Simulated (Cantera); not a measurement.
A perfectly stirred reactor is fed with C₂H₆ : H₂ = 1 : 94 (molar parts), at 1.00 atm; it is held at 1475 K, and followed from long to short residence time.

Computed with Cantera and GRI-Mech 3.0 (53 species, 325 reactions). GRI-Mech 3.0 stops at C3 and has no aromatics, soot or wall deposition, so with more carbon than oxygen in the feed, carbon stays in small species such as C2H2 where larger ones or solid carbon would form.

### Question
Predict: x(C₂H₆) at τ = 0.580 s; x(H₂) at τ = 0.580 s; x(CH₄) at τ = 0.580 s; x(C₂H₄) at τ = 0.580 s; x(C₂H₆) at τ = 15.0 ms; x(H₂) at τ = 15.0 ms; x(CH₄) at τ = 15.0 ms; x(C₂H₄) at τ = 15.0 ms.

### Answer
```json
{
 "x(C₂H₆) at τ = 0.580 s": "1.76e-5",
 "x(H₂) at τ = 0.580 s": "0.983",
 "x(CH₄) at τ = 0.580 s": "0.0133",
 "x(C₂H₄) at τ = 0.580 s": "0.00104",
 "x(C₂H₆) at τ = 15.0 ms": "0.000165",
 "x(H₂) at τ = 15.0 ms": "0.986",
 "x(CH₄) at τ = 15.0 ms": "0.00682",
 "x(C₂H₄) at τ = 15.0 ms": "0.00267"
}
```
